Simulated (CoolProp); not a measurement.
A single-stage vapour-compression cycle with CH2F2 (R32): evaporating at 262.15 K (dew point), condensing at 328.15 K (bubble point), superheat 10 K, subcooling 0 K, compressor efficiency 0.75, no pressure losses. Each further row changes one setting.

Model: reference Helmholtz-energy equation of state, Tillner-Roth 1997, in CoolProp.

```json
[
 {"case": "as stated", "cooling COP": "1.93", "pressure ratio": "6.26", "discharge temperature (K)": "414.6", "refrigerating effect (kJ/kg)": "214", "volumetric capacity (kJ/m³)": "3100"},
 {"case": "evaporating temperature 267.15 K", "cooling COP": "2.17", "pressure ratio": "5.27", "discharge temperature (K)": "406.6", "refrigerating effect (kJ/kg)": "216", "volumetric capacity (kJ/m³)": "3690"},
 {"case": "condensing temperature 323.15 K", "cooling COP": "2.19", "pressure ratio": "5.58", "discharge temperature (K)": "404.9", "refrigerating effect (kJ/kg)": "226", "volumetric capacity (kJ/m³)": "3270"},
 {"case": "subcooling 5 K", "cooling COP": "2.04", "pressure ratio": "6.26", "discharge temperature (K)": "414.6", "refrigerating effect (kJ/kg)": "227", "volumetric capacity (kJ/m³)": "3280"},
 {"case": "superheat 20 K", "cooling COP": "1.92", "pressure ratio": "6.26", "discharge temperature (K)": "427.8", "refrigerating effect (kJ/kg)": "225", "volumetric capacity (kJ/m³)": "3080"},
 {"case": "compressor efficiency 0.65", "cooling COP": "1.67", "pressure ratio": "6.26", "discharge temperature (K)": "428.5", "refrigerating effect (kJ/kg)": "214", "volumetric capacity (kJ/m³)": "3100"}
]
```
